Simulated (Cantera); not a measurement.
A Cantera script and what it prints.

```python
import numpy as np
import cantera as ct

gas_names = """
    O2 Br2
""".split()
cond_names = """
    Ca(L) CaBr2(L) CaO(s)
""".split()


def load(file, names, dense=False):
    # The tables refer to 1 bar. Condensed volumes are neglected.
    table = {s.name: s for s in ct.Species.list_from_file(file)}
    out = []
    for n in names:
        d = dict(table[n].input_data)
        d["thermo"] = dict(d["thermo"], **{"reference-pressure": 1e5})
        if dense:
            d["equation-of-state"] = {"model": "constant-volume", "density": "1e6 g/cm^3"}
        out.append(ct.Species.from_dict(d))
    return out


species = {s.name: s for s in load("nasa_gas.yaml", gas_names) + load("nasa_condensed.yaml", cond_names)}
T = 1300
g = {n: (s.thermo.h(T) - T * s.thermo.s(T)) / (ct.gas_constant * T * np.log(10)) for n, s in species.items()}
valid = cond_names  # the entries whose range holds T


def stable(la, lb):
    # potentials (over RT ln 10) of the two non-metals from log10 p(O2) and log10 p(Br2) in bar
    mu = {}
    mu["O"] = (g["O2"] + la) / 2
    mu["Br"] = (g["Br2"] + lb) / 2
    cost = {}
    for n in valid:
        c = species[n].composition
        cost[n] = (g[n] - sum(c.get(e, 0) * m for e, m in mu.items())) / c["Ca"]
    return min(cost, key=cost.get)


results = []
for lb in [0, -1.1, -2.2, -3.2, -4.3, -5.4, -6.5, -7.5, -8.6, -9.7, -10.8, -11.8, -12.9, -14]:
    row = [stable(la, lb) for la in [-15, -14.1, -13.1, -12.2, -11.2, -10.3, -9.4, -8.4, -7.5, -6.6, -5.6, -4.7, -3.8, -2.8, -1.9, -0.9, 0]]
    results.append(row)
    print(f"{lb:6.1f}  " + " ".join(f"{valid.index(n):x}" for n in row))
print("key: " + ", ".join(f"{i:x} {n}" for i, n in enumerate(valid)))
```

Result:

```
   0.0  1 1 1 1 1 1 1 1 1 1 1 1 1 1 1 1 1
  -1.1  1 1 1 1 1 1 1 1 1 1 1 1 1 1 1 1 1
  -2.2  1 1 1 1 1 1 1 1 1 1 1 1 1 1 2 2 2
  -3.2  1 1 1 1 1 1 1 1 1 1 1 1 2 2 2 2 2
  -4.3  1 1 1 1 1 1 1 1 1 1 2 2 2 2 2 2 2
  -5.4  1 1 1 1 1 1 1 1 2 2 2 2 2 2 2 2 2
  -6.5  1 1 1 1 1 2 2 2 2 2 2 2 2 2 2 2 2
  -7.5  1 1 1 2 2 2 2 2 2 2 2 2 2 2 2 2 2
  -8.6  1 2 2 2 2 2 2 2 2 2 2 2 2 2 2 2 2
  -9.7  2 2 2 2 2 2 2 2 2 2 2 2 2 2 2 2 2
 -10.8  2 2 2 2 2 2 2 2 2 2 2 2 2 2 2 2 2
 -11.8  2 2 2 2 2 2 2 2 2 2 2 2 2 2 2 2 2
 -12.9  2 2 2 2 2 2 2 2 2 2 2 2 2 2 2 2 2
 -14.0  2 2 2 2 2 2 2 2 2 2 2 2 2 2 2 2 2
key: 0 Ca(L), 1 CaBr2(L), 2 CaO(s)
```

Standard-state values (1 bar) from the NASA 1993 polynomials, evaluated with Cantera. Not in the tables: oxide halides.
